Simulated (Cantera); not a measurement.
Input: 1 mol n-butane, 0.37 mol CO2, 0.35 mol N2, at 650 °C and 0.000580 bar.

Cantera equilibrium calculation (NASA polynomials, part measured and part estimated; ideal gas, pure solids and liquids). Candidate condensed phases: C, C6H6, C7H8, C8H18, H2O; 136 gas species. Equilibrium is a limit: real reactors are often held back by kinetics, nucleation or transport.

Base state: H2 0.821, CO 0.121, N2 0.0575, CH4 9.08e-5, H2O 8.90e-5, CO2 2.69e-5 (mole fractions); condensed: C(graphite).

Task: What changes in the equilibrium state with this change: CO2 from 0.37 to 0.082 mol?

Result: 
```
species            before     after
----------------  -------  --------
H2                  0.821     0.907
N2                 0.0575    0.0635
CO                  0.121    0.0297
CO2               2.69e-5   1.61e-6
H2O               8.90e-5   2.41e-5
CH4               9.08e-5  0.000111
C(graphite), mol     3.63      3.92
```

Task: What changes in the equilibrium state with this change: pressure from 0.000580 bar to 0.240 bar?

Result: 
```
species            before    after
----------------  -------  -------
H2                  0.821    0.781
CO                  0.121   0.0909
N2                 0.0575   0.0613
CH4               9.08e-5   0.0340
H2O               8.90e-5   0.0262
NH3               1.04e-7  4.14e-5
CO2               2.69e-5  0.00623
C(graphite), mol     3.63     3.62
```
